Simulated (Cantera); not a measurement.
## BCl3 + H2O (boron, boron nitride and boron oxide)

Charge: 1 mol BCl3, 3.8 mol H2O, equilibrated at 1.33 mbar.

Cantera equilibrium calculation (NASA polynomials, part measured and part estimated; ideal gas, pure solids and liquids). Candidate condensed phases: B, B2O3, B3O3H3, H2O; 33 gas species. The tables' values for BOCl are old estimates; treat these amounts as uncertain. Gases not in the tables: H3BO3. Kinetics and transport are ignored.

From 652 °C to 1052 °C the condensed part is B2O3(l). From 1152 °C to 1752 °C nothing is condensed.

| T (°C) | x HCl | x H2O | x HBO2 | x Cl | x H2 | x H | n B2O3(l) |
|---|---|---|---|---|---|---|---|
| 652 | 0.566 | 0.433 | 8.59e-5 | 2.70e-6 | 2.08e-6 | 1.03e-11 | 0.496 |
| 752 | 0.566 | 0.433 | 0.000787 | 1.88e-5 | 1.10e-5 | 3.95e-10 | 0.496 |
| 852 | 0.565 | 0.430 | 0.00476 | 8.84e-5 | 4.76e-5 | 8.40e-9 | 0.486 |
| 952 | 0.560 | 0.419 | 0.0209 | 0.000317 | 0.000168 | 1.11e-7 | 0.443 |
| 1052 | 0.545 | 0.383 | 0.0701 | 0.000924 | 0.000490 | 9.91e-7 | 0.305 |
| 1152 | 0.514 | 0.313 | 0.167 | 0.00226 | 0.00121 | 6.49e-6 | 0 |
| 1252 | 0.511 | 0.313 | 0.165 | 0.00506 | 0.00275 | 3.40e-5 | 0 |
| 1352 | 0.504 | 0.313 | 0.162 | 0.0102 | 0.00567 | 0.000145 | 0 |
| 1452 | 0.492 | 0.311 | 0.159 | 0.0188 | 0.0107 | 0.000526 | 0 |
| 1552 | 0.475 | 0.307 | 0.155 | 0.0320 | 0.0186 | 0.00165 | 0 |
| 1652 | 0.448 | 0.300 | 0.149 | 0.0507 | 0.0303 | 0.00456 | 0 |
| 1752 | 0.413 | 0.287 | 0.142 | 0.0753 | 0.0459 | 0.0113 | 0 |
x: gas mole fraction; n: condensed amount in mol.
